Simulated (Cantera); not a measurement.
Cantera run:

```python
import numpy as np
import cantera as ct

gas_names = """
    CL CL2 H HCL H2 Si SiCL SiCL2 SiCL3 SiCL4 SiH SiHCL3 SiH2 SiH2CL2 SiH3 SiH3CL SiH4 Si2 Si3
""".split()
cond_names = """
    Si(cr) Si(L)
""".split()


# ... load() reads the species with a 1 bar reference pressure and builds the phases ...
atoms = {
    'Si': {'Si': 1},
    'HCl': {'H': 1, 'CL': 1},
    'H2': {'H': 2},
}
top_T = {}  # K; cautious upper limits of use, not melting points


# ... equilibrate(T, P, feed) seeds the gas with the atoms and calls Mixture.equilibrate('TP', solver="vcs", rtol=1e-11, max_steps=5000) ...
results = []
P = 13332.2  # Pa
for T in [848, 948, 1048, 1148, 1248, 1348, 1448, 1548, 1648, 1748]:
    for m in [0.73, 1.3, 1.8, 2.3, 2.8, 3.4, 3.9]:
        feed = {'Si': 1, 'HCl': m, 'H2': 0.28}  # mol
        mix = equilibrate(T, P, feed)
        results.append((T, P, feed, dict(zip(mix.species_names, mix.species_moles))))

for T, P, feed, n in results:
    print(f"{T:7g} {feed['HCl']:10.4g}  " + (" + ".join(c for c in cond_names if n.get(c, 0) > 1e-12) or "gas only"))
```

Result:

```
    848       0.73  Si(cr)
    848        1.3  Si(cr)
    848        1.8  Si(cr)
    848        2.3  Si(cr)
    848        2.8  Si(cr)
    848        3.4  Si(cr)
    848        3.9  gas only
    948       0.73  Si(cr)
    948        1.3  Si(cr)
    948        1.8  Si(cr)
    948        2.3  Si(cr)
    948        2.8  Si(cr)
    948        3.4  Si(cr)
    948        3.9  gas only
   1048       0.73  Si(cr)
   1048        1.3  Si(cr)
   1048        1.8  Si(cr)
   1048        2.3  Si(cr)
   1048        2.8  Si(cr)
   1048        3.4  Si(cr)
   1048        3.9  gas only
   1148       0.73  Si(cr)
   1148        1.3  Si(cr)
   1148        1.8  Si(cr)
   1148        2.3  Si(cr)
   1148        2.8  Si(cr)
   1148        3.4  Si(cr)
   1148        3.9  gas only
   1248       0.73  Si(cr)
   1248        1.3  Si(cr)
   1248        1.8  Si(cr)
   1248        2.3  Si(cr)
   1248        2.8  Si(cr)
   1248        3.4  Si(cr)
   1248        3.9  gas only
   1348       0.73  Si(cr)
   1348        1.3  Si(cr)
   1348        1.8  Si(cr)
   1348        2.3  Si(cr)
   1348        2.8  Si(cr)
   1348        3.4  Si(cr)
   1348        3.9  gas only
   1448       0.73  Si(cr)
   1448        1.3  Si(cr)
   1448        1.8  Si(cr)
   1448        2.3  Si(cr)
   1448        2.8  Si(cr)
   1448        3.4  gas only
   1448        3.9  gas only
   1548       0.73  Si(cr)
   1548        1.3  Si(cr)
   1548        1.8  Si(cr)
   1548        2.3  Si(cr)
   1548        2.8  Si(cr)
   1548        3.4  gas only
   1548        3.9  gas only
   1648       0.73  Si(cr)
   1648        1.3  Si(cr)
   1648        1.8  Si(cr)
   1648        2.3  Si(cr)
   1648        2.8  gas only
   1648        3.4  gas only
   1648        3.9  gas only
   1748       0.73  Si(L)
   1748        1.3  Si(L)
   1748        1.8  Si(L)
   1748        2.3  Si(L)
   1748        2.8  gas only
   1748        3.4  gas only
   1748        3.9  gas only
```

Cantera equilibrium calculation (NASA polynomials, part measured and part estimated; ideal gas, pure solids and liquids). The tables' values for SiCl3 are old estimates.
